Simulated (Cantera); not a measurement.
What does this Cantera script print?

```python
import numpy as np
import cantera as ct

gas_names = """
    H HO2 H2 H2O H2O2 O OH O2 O3 Si SiH SiH2 SiH3 SiH4 SiO SiO2 Si2 Si3
""".split()
cond_names = """
    H2O(s) H2O(L) Si(cr) Si(L) SiO2(Lqz) SiO2(hqz) SiO2(L)
""".split()


# ... load() reads the species with a 1 bar reference pressure and builds the phases ...
atoms = {
    'SiO2': {'Si': 1, 'O': 2},
    'H2': {'H': 2},
}
top_T = {}  # K; cautious upper limits of use, not melting points


# ... equilibrate(T, P, feed) seeds the gas with the atoms and calls Mixture.equilibrate('TP', solver="vcs", rtol=1e-11, max_steps=5000) ...
results = []
feed = {'SiO2': 1, 'H2': 0.079}  # mol
T = 1425  # K
for P in [1, 5.6, 32, 180, 1000, 5600, 32000, 180000, 1000000]:
    mix = equilibrate(T, P, feed)
    results.append((T, P, feed, dict(zip(mix.species_names, mix.species_moles))))

top = {s: max(r[3][s] / sum(r[3][g] for g in gas_names) for r in results) for s in gas_names}
cols = sorted((s for s in top if top[s] > 0.0001), key=lambda s: -top[s])[:9]
seen = [c for c in cond_names if any(r[3].get(c, 0) > 1e-12 for r in results)]
print("log10 of partial pressures in bar; condensed amounts in mol")
print(f"{'P/Pa':>10s}" + "".join(f"{s[:9]:>10s}" for s in cols + seen))
for T, P, feed, n in results:
    ng = sum(n[g] for g in gas_names)
    print(f"{P:10.4g}" + "".join(f"{np.log10(max(n[s] / ng * P / 1e5, 1e-99)):10.3f}" for s in cols)
          + "".join(f"{n.get(c, 0):10.4g}" for c in seen))
```

Output:

```
log10 of partial pressures in bar; condensed amounts in mol
      P/Pa        H2       SiO       H2O         H SiO2(hqz)
         1    -5.005    -7.382    -7.382    -7.668    0.9997
       5.6    -4.254    -7.006    -7.006    -7.293    0.9999
        32    -3.496    -6.627    -6.627    -6.914    0.9999
       180    -2.745    -6.252    -6.252    -6.539         1
      1000    -2.000    -5.880    -5.880    -6.166         1
      5600    -1.252    -5.505    -5.505    -5.792         1
   3.2e+04    -0.495    -5.127    -5.127    -5.414         1
   1.8e+05     0.255    -4.754    -4.750    -5.038         1
     1e+06     1.000    -4.461    -4.298    -4.666         1
```

These are equilibrium values from Cantera (NASA tables, ideal gas, pure condensed phases), not measurements of a reactor. The tables hold silica as quartz up to 1696 K and as liquid above; real silica turns to tridymite and cristobalite and melts near 1996 K.
